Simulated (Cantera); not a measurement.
Feed: 1 mol SiO₂, 2.3 mol Al₂O₃, 0.26 mol H₂, at 2300 K and 37.0 Pa.

Equilibrium computed with Cantera from the NASA thermochemical tables; the gas is ideal and each condensed phase is pure. Candidate condensed phases: Al, Al₂O₃, Al₂SiO₅, Al₆Si₂O₁₃, H₂O, Si, SiO₂; 28 gas species. The tables' values for SiO₂, AlOH are old estimates; treat these amounts as uncertain. Equilibrium is a limit: real reactors are often held back by kinetics, nucleation or transport.

Base state: SiO 0.531, O₂ 0.160, O 0.103, H 0.0682, H₂O 0.0680, OH 0.0407, H₂ 0.0184, SiO₂ 0.0107 (mole fractions); condensed: Al₂O₃(s).

What changes in the equilibrium state with this change: temperature from 2300 K to 1798 K?


| species | before | after |
|---|---|---|
| H₂ | 0.0184 | 0.896 |
| SiO | 0.531 | 0.0434 |
| H₂O | 0.0680 | 0.0433 |
| O₂ | 0.160 | 1.77e-8 |
| O | 0.103 | 8.25e-7 |
| SiO₂ | 0.0107 | 5.19e-6 |
| OH | 0.0407 | 5.51e-5 |
| H | 0.0682 | 0.0173 |
| AlOH | 1.07e-5 | 4.45e-7 |
| AlO | 9.14e-5 | 1.32e-8 |
| AlO₂H | 0.000162 | 1.21e-7 |
| Al₂O₃(s), mol | 2.30 | 0.818 |
| Al₆Si₂O₁₃(mullite), mol | 0 | 0.494 |
Mutual solubility and eutectic melting of coexisting phases are not modelled. Condensed phases not in the tables: alloys, solid solutions and most ternary compounds.
